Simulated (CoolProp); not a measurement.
Vapour-liquid equilibrium of carbon dioxide (1) + ethane (2) at 1.01 MPa; x and y are mole fractions of (1).

The numbers come from the multi-fluid Helmholtz-energy mixture model, Span 1996 and Bücker 2006; pair parameters Kunz 2012 in CoolProp.

| x | bubble temperature, mixture model (K) | bubble temperature, Raoult's law (K) | y, mixture model | y, Raoult's law |
|---|---|---|---|---|
| 0.05 | 238.1 | 240.9 | 0.124 | 0.065 |
| 0.125 | 234.4 | 240.1 | 0.264 | 0.159 |
| 0.2 | 231.7 | 239.4 | 0.365 | 0.249 |
| 0.275 | 229.8 | 238.7 | 0.439 | 0.334 |
| 0.35 | 228.6 | 238.0 | 0.496 | 0.415 |
| 0.425 | 227.8 | 237.4 | 0.540 | 0.493 |
| 0.5 | 227.3 | 236.8 | 0.576 | 0.567 |
| 0.575 | 227.0 | 236.2 | 0.607 | 0.639 |
| 0.65 | 227.0 | 235.6 | 0.637 | 0.708 |
| 0.725 | 227.2 | 235.1 | 0.670 | 0.774 |
| 0.8 | 227.6 | 234.6 | 0.711 | 0.839 |
| 0.875 | 228.6 | 234.1 | 0.773 | 0.901 |
| 0.95 | 230.8 | 233.6 | 0.880 | 0.961 |

The largest gap from Raoult's law is -9.6 K in bubble temperature, at x = 0.425. y crosses x between x = 0.575 and 0.65: the model has an azeotrope there.

The pair parameters rest on a limited set of measurements; away from them the model extrapolates.
